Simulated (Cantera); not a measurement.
Feed: 1 mol SiF4, 0.035 mol C3H8, 1300 mol H2, at 1150 K and 9.00 Torr.

Method: chemical equilibrium by Gibbs-energy minimisation in Cantera with the NASA 1993 tables (ideal gas, pure condensed phases). Candidate condensed phases: C, C6H6, C7H8, C8H18, Si, SiC; 113 gas species. The tables' values for SiF3 are old estimates; treat these amounts as uncertain. Equilibrium is a limit: real reactors are often held back by kinetics, nucleation or transport.

Base state: H2 0.999, SiF4 0.000656, HF 0.000250, SiHF3 4.78e-5, CH4 3.56e-5, SiF3 1.70e-5 (mole fractions); condensed: SiC(s).

Task: What changes in the equilibrium state with this change: SiF4 replaced by CH3SiCl3?

Result: 
```csv
species,before,after
H2,0.999,0.998
HCl,0,0.00230
CH4,3.56e-5,8.06e-5
SiF4,0.000656,0
HF,0.000250,0
SiHF3,4.78e-5,0
SiF3,1.70e-5,0
"SiC(s), mol",0.0586,1.000
```
The feed counts by its element totals alone.
